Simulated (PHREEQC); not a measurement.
Make-up at 25 °C: 2.1 mmol/kgw MgCl2 and 11 mmol/kgw KBr. Closed to the air; pH follows from the charge balance.

Model: Pitzer model, pitzer.dat, run in PHREEQC.

```
Item                          Result
--------------------  --------------
ionic strength        0.0173 mol/kgw
specific conductance      1980 µS/cm
osmotic coefficient            0.951
```

```tsv
species	molality	activity	log γ
Br-	0.0110	0.00965	-0.057
K+	0.0110	0.00964	-0.057
Cl-	0.00420	0.00368	-0.057
Mg+2	0.00210	0.00126	-0.223
H+	1.25e-7	1.11e-7	-0.054
OH-	1.05e-7	9.15e-8	-0.060
```

No solid was allowed to form.
